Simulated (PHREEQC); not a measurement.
NaOH is added in steps, without added water, to 1 kg of water holding 4.3 mmol/kgw NaCl, 4.7 mmol/kgw MnCl2 and 3.4 mmol/kgw KBr, at 25 °C. No oxygen is let in. The system is closed to CO2. Nothing may precipitate in this run.

Base run: PHREEQC, ion-association model, wateq4f.dat. Each further column changes one thing. The table gives Mn+2 (mol/kgw).

```csv
NaOH added (mol),base,diluted 5-fold with water,KBr from 0.0034 to 0.00306 mol/kgw,NaCl replaced by NaOH at the same molality,solids may form
0,0.00455,0.000932,0.00455,0.00160,0.00455
0.001313,0.00348,0.000380,0.00348,0.00113,0.00389
0.003938,0.00178,0.000136,0.00178,0.000654,0.00263
0.00525,0.00126,0.000100,0.00126,0.000529,0.00199
0.006562,0.000929,7.79e-5,0.000927,0.000439,0.00136
0.009187,0.000577,5.13e-5,0.000576,0.000318,0.000123
0.0105,0.000477,4.26e-5,0.000476,0.000275,2.84e-7
0.01181,0.000402,3.58e-5,0.000401,0.000239,6.05e-8
0.01444,0.000296,2.58e-5,0.000295,0.000184,1.45e-8
0.01575,0.000258,2.22e-5,0.000257,0.000162,9.29e-9
0.01706,0.000225,1.91e-5,0.000225,0.000144,6.50e-9
0.01969,0.000174,1.45e-5,0.000174,0.000113,3.74e-9
0.021,0.000154,1.27e-5,0.000153,0.000100,2.99e-9
```

In at least one series the solution becomes supersaturated in solids that the run did not let form, among them Pyrochroite.  Solids allowed in the column 'solids may form': Pyrochroite, Halite.
